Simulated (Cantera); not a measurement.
Input: 1 mol HCl, 0.044 mol H2, 0.28 mol O2, equilibrated at 24.0 mbar.

Cantera equilibrium calculation (NASA polynomials, part measured and part estimated; ideal gas, pure solids and liquids). Candidate condensed phases: H2O; 14 gas species. Kinetics and transport are ignored. All values below are at 3023 K.

Base state: Cl 0.375, H 0.232, O 0.139, HCl 0.107, H2 0.0452, OH 0.0442, O2 0.0309, H2O 0.0254 (mole fractions); condensed: gas only.

What changes in the equilibrium state with this change: O2 from 0.28 to 1.3 mol?


```json
[
 {"species": "O", "before": "0.139", "after": "0.322"},
 {"species": "Cl", "before": "0.375", "after": "0.241"},
 {"species": "O2", "before": "0.0309", "after": "0.166"},
 {"species": "H2", "before": "0.0452", "after": "0.0154"},
 {"species": "HCl", "before": "0.107", "after": "0.0403"},
 {"species": "H", "before": "0.232", "after": "0.136"},
 {"species": "OH", "before": "0.0442", "after": "0.0597"},
 {"species": "H2O", "before": "0.0254", "after": "0.0201"},
 {"species": "Cl2", "before": "3.41e-5", "after": "1.41e-5"},
 {"species": "ClO", "before": "9.10e-5", "after": "0.000136"}
]
```
